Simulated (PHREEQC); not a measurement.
Dissolve 0.0043 mol Pb(NO3)2 and 0.00012 mol HNO3 per kg of water at 25 °C. Closed to the air; pH follows from the charge balance.

Model: ion-association model, phreeqc.dat, run in PHREEQC.

Each row changes one thing in this solution. No solid was allowed to form.

```csv
case,pH,NO3- (mol/kgw)
as made,3.96,0.00841
HNO3 from 0.00012 to 0.0012 mol/kgw,(withheld),0.00945
HNO3 from 0.00012 to 0.00018 mol/kgw,3.79,(withheld)
temperature from 25 to 30 °C,3.96,0.00841
diluted 100-fold with water,5.78,8.72e-5
Pb(NO3)2 replaced by Cu(NO3)2 at the same molality,3.96,0.00872
0.0063 mol/kgw CO2 added,3.79,0.00841
HNO3 replaced by Ca(NO3)2 at the same molality,5.12,0.00852
```

Q: What belongs in the gaps?

A: 
- HNO3 from 0.00012 to 0.0012 mol/kgw, pH: 2.96
- HNO3 from 0.00012 to 0.00018 mol/kgw, NO3- (mol/kgw): 0.00847

Species that the database lacks are ignored.
